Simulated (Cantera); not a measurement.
Cantera run:

```python
import numpy as np
import cantera as ct

gas_names = [...]  # 113 gases of nasa_gas.yaml made of C, Cu, H, O
cond_names = """
    C(gr) C6H6(L) C7H8(L) C8H18(L),n-octa Cu(cr) Cu(L) CuO(s) CuO2H2(s) Cu2O(s) Cu2O(L) H2O(s) H2O(L)
""".split()


# ... load() reads the species with a 1 bar reference pressure and builds the phases ...
atoms = {
    'CuO': {'Cu': 1, 'O': 1},
    'CH4': {'C': 1, 'H': 4},
    'CO': {'C': 1, 'O': 1},
}
top_T = {'C(gr)': 4500, 'CuO(s)': 1390}  # K; cautious upper limits of use, not melting points


# ... equilibrate(T, P, feed) seeds the gas with the atoms and calls Mixture.equilibrate('TP', solver="vcs", rtol=1e-11, max_steps=5000) ...
results = []
T = 2423.15  # K
P = 610  # Pa
for m in [0.37, 0.46, 0.58, 0.72, 0.91, 1.1, 1.4, 1.8, 2.3, 2.8, 3.6]:
    feed = {'CuO': 1, 'CH4': m, 'CO': 0.069}  # mol
    mix = equilibrate(T, P, feed)
    results.append((T, P, feed, dict(zip(mix.species_names, mix.species_moles))))

top = {s: max(r[3][s] / sum(r[3][g] for g in gas_names) for r in results) for s in gas_names}
cols = sorted((s for s in top if top[s] > 0.0001), key=lambda s: -top[s])[:7]
seen = [c for c in cond_names if any(r[3].get(c, 0) > 1e-12 for r in results)]
print("log10 of partial pressures in bar; condensed amounts in mol")
print(f"{'n(CH4)':>10s}" + "".join(f"{s[:9]:>10s}" for s in cols + seen))
for T, P, feed, n in results:
    ng = sum(n[g] for g in gas_names)
    print(f"{feed['CH4']:10.4g}" + "".join(f"{np.log10(max(n[s] / ng * P / 1e5, 1e-99)):10.3f}" for s in cols)
          + "".join(f"{n.get(c, 0):10.4g}" for c in seen))
```

Output:

```
log10 of partial pressures in bar; condensed amounts in mol
    n(CH4)        H2        Cu        CO         H       H2O       CO2        OH     C(gr)
      0.37    -3.231    -2.584    -3.055    -3.366    -2.977    -3.577    -3.835         0
      0.46    -3.037    -2.632    -2.974    -3.269    -3.040    -3.754    -3.995         0
      0.58    -2.872    -2.691    -2.913    -3.187    -3.177    -3.995    -4.215         0
      0.72    -2.756    -2.753    -2.872    -3.129    -3.398    -4.291    -4.494         0
      0.91    -2.660    -2.826    -2.838    -3.081    -3.951    -4.906    -5.095         0
       1.1    -2.609    -2.878    -2.849    -3.056    -9.987   -11.002   -11.156   0.07006
       1.4    -2.560    -2.937    -2.908    -3.031    -9.997   -11.121   -11.191    0.3617
       1.8    -2.516    -3.005    -2.976    -3.009   -10.020   -11.257   -11.236    0.7505
       2.3    -2.479    -3.077    -3.048    -2.991   -10.056   -11.401   -11.290     1.236
       2.8    -2.454    -3.139    -3.110    -2.978   -10.092   -11.525   -11.339     1.722
       3.6    -2.427    -3.222    -3.193    -2.964   -10.149   -11.692   -11.409       2.5
```

Method: chemical equilibrium by Gibbs-energy minimisation in Cantera with the NASA 1993 tables (ideal gas, pure condensed phases).
